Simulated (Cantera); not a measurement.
An isothermal, constant-pressure homogeneous reactor starts with H₂ : O₂ = 0.38 : 1 (molar parts), at 900 K and 0.00987 atm.

Model: GRI-Mech 3.0 (53 species, 325 reactions), integrated in Cantera. Radical loss at walls, strong at low pressure, is not modelled. Below about 950 K walls govern HO2 and H2O2 in real vessels. The temperature is held fixed by assumption; the heat of reaction is taken as removed at once.

x: mole fraction; the columns are a selection and need not sum to one.

| t (s) | x H₂ | x O₂ | x OH | x H | x O | x HO₂ | x H₂O₂ |
|---|---|---|---|---|---|---|---|
| 0.000300 | 0.275 | 0.725 | 1.60e-12 | 2.27e-11 | 4.35e-12 | 2.10e-11 | <1e-12 |
| 0.000917 | 0.275 | 0.725 | 1.26e-11 | 1.46e-10 | 4.21e-11 | 6.68e-11 | <1e-12 |
| 0.00280 | 0.275 | 0.725 | 1.01e-9 | [?] | 3.49e-9 | 5.49e-10 | <1e-12 |
| 0.00857 | 0.267 | 0.721 | 0.000383 | [?] | 0.00131 | 5.99e-6 | 1.44e-8 |
| 0.0262 | 0.00441 | 0.677 | 0.00141 | [?] | 0.00321 | 1.91e-5 | 6.24e-7 |
| 0.0801 | 0.000449 | 0.681 | 0.000181 | [?] | 0.000169 | 6.63e-6 | 3.60e-7 |
| 0.245 | 6.84e-5 | 0.681 | 6.40e-5 | [?] | 2.18e-5 | 1.66e-6 | 1.68e-7 |
| 0.749 | 7.73e-6 | 0.681 | 2.56e-5 | [?] | 3.07e-6 | 2.92e-7 | 6.55e-8 |
| 2.29 | 6.20e-7 | 0.681 | 1.06e-5 | [?] | 4.96e-7 | 4.79e-8 | 2.45e-8 |
| 7.00 | 4.88e-8 | 0.681 | 4.86e-6 | 4.13e-10 | 1.04e-7 | 1.01e-8 | 9.47e-9 |
| 21.4 | 8.21e-9 | 0.681 | 2.47e-6 | 5.41e-11 | 2.71e-8 | 2.74e-9 | 3.86e-9 |
| 65.4 | 2.12e-9 | 0.681 | 1.32e-6 | 8.34e-12 | 7.81e-9 | 8.42e-10 | 1.57e-9 |
| 200 | 6.05e-10 | 0.681 | 7.25e-7 | 1.38e-12 | 2.35e-9 | 2.90e-10 | 6.06e-10 |

Some entries are withheld; supply them.


- 0.00280, x H: 1.13e-8
- 0.00857, x H: 0.00444
- 0.0262, x H: 0.00402
- 0.0801, x H: 2.87e-5
- 0.245, x H: 1.36e-6
- 0.749, x H: 7.38e-8
- 2.29, x H: 4.54e-9
